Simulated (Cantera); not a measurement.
A Cantera script and what it prints.

```python
import numpy as np
import cantera as ct

gas_names = """
    C CN CO CO2 C2 CCN CNC C2N2 C2O C3 C3O2 C4 C4N2 C5 N NCO NO NO2 NO3 N2 N2O O O2 O3
""".split()
cond_names = """
    C(gr)
""".split()


# ... load() reads the species with a 1 bar reference pressure and builds the phases ...
atoms = {
    'CO': {'C': 1, 'O': 1},
    'CO2': {'C': 1, 'O': 2},
    'N2': {'N': 2},
}
top_T = {'C(gr)': 4500}  # K; cautious upper limits of use, not melting points


# ... equilibrate(T, P, feed) seeds the gas with the atoms and calls Mixture.equilibrate('TP', solver="vcs", rtol=1e-11, max_steps=5000) ...
results = []
T = 2198.15  # K
P = 15  # Pa
for m in [0.62, 0.87, 1.2, 1.7, 2.4, 3.4, 4.8, 6.7, 9.5, 13, 19, 26]:
    feed = {'CO': 1, 'CO2': 0.25, 'N2': m}  # mol
    mix = equilibrate(T, P, feed)
    results.append((T, P, feed, dict(zip(mix.species_names, mix.species_moles))))

top = {s: max(r[3][s] / sum(r[3][g] for g in gas_names) for r in results) for s in gas_names}
cols = sorted((s for s in top if top[s] > 1e-05), key=lambda s: -top[s])[:5]
seen = [c for c in cond_names if any(r[3].get(c, 0) > 1e-12 for r in results)]
print("log10 of partial pressures in bar; condensed amounts in mol")
print(f"{'n(N2)':>10s}" + "".join(f"{s[:9]:>10s}" for s in cols + seen))
for T, P, feed, n in results:
    ng = sum(n[g] for g in gas_names)
    print(f"{feed['N2']:10.4g}" + "".join(f"{np.log10(max(n[s] / ng * P / 1e5, 1e-99)):10.3f}" for s in cols)
          + "".join(f"{n.get(c, 0):10.4g}" for c in seen))
```

It prints:

```
log10 of partial pressures in bar; condensed amounts in mol
     n(N2)        N2        CO       CO2         O        O2
      0.62    -4.316    -4.080    -4.841    -5.560    -5.973
      0.87    -4.223    -4.132    -4.908    -5.575    -6.004
       1.2    -4.145    -4.191    -4.986    -5.594    -6.041
       1.7    -4.074    -4.268    -5.089    -5.619    -6.093
       2.4    -4.015    -4.355    -5.208    -5.652    -6.157
       3.4    -3.968    -4.455    -5.348    -5.692    -6.238
       4.8    -3.932    -4.563    -5.505    -5.740    -6.335
       6.7    -3.905    -4.675    -5.672    -5.796    -6.445
       9.5    -3.883    -4.799    -5.864    -5.863    -6.580
        13    -3.868    -4.916    -6.049    -5.931    -6.717
        19    -3.855    -5.062    -6.288    -6.025    -6.904
        26    -3.847    -5.186    -6.498    -6.111    -7.075
```

Equilibrium computed with Cantera from the NASA thermochemical tables; the gas is ideal and each condensed phase is pure.
